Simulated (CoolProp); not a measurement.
Chloromethane (R40) at several states: fugacity coefficient from the reference equation and from simpler models built on Tc = 418.6 K, pc = 69.29 bar, ω = 0.150; each cubic takes its own stable root.

The numbers come from the reference Helmholtz-energy equation of state, Thol 2014 in CoolProp.

```csv
T (K),p (bar),phase,reference
409.9,32.2,gas,0.8225
319.7,0.225,gas,0.9970
271.2,8.61,liquid,0.2684
```

Question: How far does each simpler model (van der Waals, Soave-Redlich-Kwong) lie from the reference over these 3 states: mean and median of the absolute difference, and the worst?

Answer: 
- van der Waals: mean 79.7 %, median 4.0 %, worst +234.9 % at 271.2 K and 8.61 bar
- Soave-Redlich-Kwong: mean 0.6 %, median 0.1 %, worst +1.5 % at 409.9 K and 32.2 bar

At some of these states van der Waals gives the other phase, because its saturation line lies elsewhere.
